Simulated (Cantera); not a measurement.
# Reactions in the system B-H-N-O

Source: NASA polynomial tables (part measured, part estimated), evaluated in Cantera. Values are per mole of reaction as written; species without (g) are pure solids or liquids, kept so even where they would boil at 1 bar.

4 HBO₂(g) + NO₂(g) → 2 B₂O₃(g) + N(g) + 4 OH(g)

| T (K) | ΔH° (kJ) | ΔS° (J/K) | ΔG° (kJ) | log10 K |
|---|---|---|---|---|
| 698 | 1185.7 | 300.0 | 976.3 | -73.06 |
| 848 | 1189.6 | 305.1 | 930.9 | -57.34 |
| 998 | 1192.4 | 308.1 | 884.9 | -46.31 |
| 1148 | 1194.6 | 310.2 | 838.5 | -38.15 |
| 1298 | 1196.4 | 311.6 | 791.9 | -31.87 |
| 1448 | 1197.7 | 312.6 | 745.1 | -26.88 |
| 1598 | 1198.8 | 313.3 | 698.1 | -22.82 |
| 1748 | 1199.6 | 313.8 | 651.1 | -19.46 |
| 1898 | 1200.2 | 314.1 | 604.0 | -16.62 |
